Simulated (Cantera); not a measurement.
Input: 1 mol FeS, 0.4 mol H2S, 8.9 mol H2O, held at 500 °C and 0.100 bar.

Cantera equilibrium calculation (NASA polynomials, part measured and part estimated; ideal gas, pure solids and liquids). Candidate condensed phases: Fe, FeO, Fe(OH)2, Fe(OH)3, FeS, FeSO4, FeS2, Fe2O3, Fe2(SO4)3, Fe3O4, H2O, H2SO4, S; 22 gas species. FeS: taken at fixed stoichiometry. Gases not in the tables: S3 to S7. Equilibrium is a limit: real reactors are often held back by kinetics, nucleation or transport.

Base state: H2O 0.955, H2S 0.0412, H2 0.00273, SO2 0.000494, S2 0.000225 (mole fractions); condensed: FeS(s) + FeS2(s).

Q: What changes in the equilibrium state with this change: FeS replaced by MgCO3?

A: 
```tsv
species	before	after
H2O	0.955	0.862
CO2	0	0.0969
H2S	0.0412	0.0376
CO	0	5.07e-5
COS	0	2.75e-5
SO2	0.000494	0.000609
H2	0.00273	0.00231
S2	0.000225	0.000262
FeS(s), mol	0.993	0
FeS2(s), mol	0.00739	0
MgO(s), mol	0	1.00
```
Further candidate phases: C, C6H6, C7H8, C8H18, Mg, MgCO3, MgO, Mg(OH)2, MgS, MgSO4.

Q: What changes in the equilibrium state with this change: pressure from 0.100 bar to 6.40 bar?

A: 
```json
[
 {"species": "H2O", "before": "0.955", "after": "0.957"},
 {"species": "H2S", "before": "0.0412", "after": "0.0404"},
 {"species": "H2", "before": "0.00273", "after": "0.00267"},
 {"species": "SO2", "before": "0.000494", "after": "8.09e-6"},
 {"species": "S2", "before": "0.000225", "after": "3.51e-6"},
 {"species": "FeS(s), mol", "before": "0.993", "after": "0.975"},
 {"species": "FeS2(s), mol", "before": "0.00739", "after": "0.0246"}
]
```

Q: What changes in the equilibrium state with this change: 0.18 mol NH3 added?

A: 
```csv
species,before,after
H2O,0.955,0.921
H2S,0.0412,0.0414
H2,0.00273,0.0280
N2,0,0.00932
SO2,0.000494,4.30e-7
S2,0.000225,2.16e-6
"FeS(s), mol",0.993,1.00
"FeS2(s), mol",0.00739,0
```
